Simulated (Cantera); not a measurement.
Feed: 1 mol SiO2, 2.2 mol CO, equilibrated at 1875 K and 2.90 mbar.

These are equilibrium values from Cantera (NASA tables, ideal gas, pure condensed phases), not measurements of a reactor. Candidate condensed phases: C, Si, SiC, SiO2; 20 gas species. The tables hold silica as quartz up to 1696 K and as liquid above; real silica turns to tridymite and cristobalite and melts near 1996 K. Equilibrium is a limit: real reactors are often held back by kinetics, nucleation or transport.

Base state: CO 0.947, SiO 0.0266, CO2 0.0266 (mole fractions); condensed: SiO2(condensed).

**Question.** What changes in the equilibrium state with this change: SiO2 replaced by Fe3O4?

**Answer.** 
```
species                before     after
--------------------  -------  --------
CO                      0.947     0.540
CO2                    0.0266     0.456
Fe                          0   0.00370
SiO                    0.0266         0
FeO                         0  0.000186
O2                    5.11e-8   4.63e-5
SiO2(condensed), mol    0.940         0
FeO(l), mol                 0      2.99
```
The tables' stoichiometric FeO is somewhat more stable than real wüstite, so its field is too wide. FeO: taken at fixed stoichiometry. Further candidate phases: Fe, Fe(CO)5, FeO, Fe2O3, Fe3O4.
